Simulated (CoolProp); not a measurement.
Model: reference Helmholtz-energy equation of state, Smukala 2000, in CoolProp.

### Question
For ethylene, give the phase and the cv (kJ/(kg K)), speed of sound (m/s), expansivity (1/kK), fugacity coefficient at 256.5 K and 5.98 MPa.

### Answer
- 256.5 K and 5.98 MPa: liquid; cv 1.37, speed of sound 670, expansivity 5.88, fugacity coefficient 0.385
